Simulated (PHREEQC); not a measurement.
A made-up water analysis in mg/L, 20 °C, pH 5.95, pe 10.2:

```
constituent            mg/L
------------------  -------
Na                     1.56
K                     0.289
Ca                    0.481
Mg                    0.225
Cl                    0.487
S(6) as SO4            2.21
Alkalinity as HCO3     3.26
Si as SiO2           0.0622
Li                  0.00257
Cu(2)               0.00274
Br                     0.11
B                    0.0181
```

Valence states are taken as typed.

The numbers come from PHREEQC with the ion-association model, wateq4f.dat.

```csv
quantity,before,after
CaSO4 (mol/kgw),4.64e-8,6.49e-7
Cu+2 (mol/kgw),4.05e-8,1.48e-7
MgSO4 (mol/kgw),3.86e-8,5.42e-7
CaHCO3+ (mol/kgw),7.20e-9,1.06e-7
SI of Quartz (SiO2),-1.93,-1.33
```

Question: Name the change that produced these shifts.
A) S(6) from 2.21 to 4.42 mg/L
B) pH from 5.95 to 6.45 at the same alkalinity
C) all concentrations times 4 at the same typed pH

Answer: C, all concentrations times 4 at the same typed pH

This is a speciation only: nothing precipitates in the calculation.
